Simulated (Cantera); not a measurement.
Charge: 1 mol SiH₄, 15 mol N₂, equilibrated at 1727 °C and 11.0 Pa.

Equilibrium computed with Cantera from the NASA thermochemical tables; the gas is ideal and each condensed phase is pure. The tables' values for SiN are old estimates; treat these amounts as uncertain. The numbers say what is thermodynamically allowed, not how fast it happens.

| species | before | after |
|---|---|---|
| H₂ | 0.0858 | 0.425 |
| N₂ | 0.815 | 0.238 |
| Si | 0.0539 | 0.233 |
| H | 0.0454 | 0.101 |
| Si₃ | 2.22e-6 | 0.000179 |
| SiH₂ | 1.24e-6 | 2.65e-5 |
| Si₂ | 7.60e-5 | 0.00142 |
| Si₂N | 2.37e-5 | 0.000239 |
| SiH | 0.000112 | 0.00108 |
| SiN | 0.000133 | 0.000310 |
Gas species are given as mole fractions.

Task: Name the change that produced these shifts.
(A) temperature from 1727 °C to 925 °C
(B) N₂ from 15 to 1 mol
(C) temperature from 1727 °C to 1202 °C
(D) pressure from 11.0 Pa to 13.3 mbar

Result: B, N₂ from 15 to 1 mol. Gases not in the tables: Si₂H₆ and higher silanes
